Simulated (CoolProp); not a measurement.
Propylene at 306.4 K and 0.573 MPa is throttled through a valve to 0.31 MPa with no heat exchange. Each further row changes one setting.

The numbers come from the reference Helmholtz-energy equation of state, Lemmon 2013 in CoolProp.

```csv
case,temperature change (K),final density (kg/m³)
as stated,…,…
outlet pressure 0.093 MPa,…,…
outlet pressure 0.403 MPa,…,…
```

**Question.** Some entries are withheld; supply them.

**Answer.** 
- as stated, temperature change (K): -4.5
- as stated, final density (kg/m³): 5.43
- outlet pressure 0.093 MPa, temperature change (K): -8.2
- outlet pressure 0.093 MPa, final density (kg/m³): 1.60
- outlet pressure 0.403 MPa, temperature change (K): -2.9
- outlet pressure 0.403 MPa, final density (kg/m³): 7.12
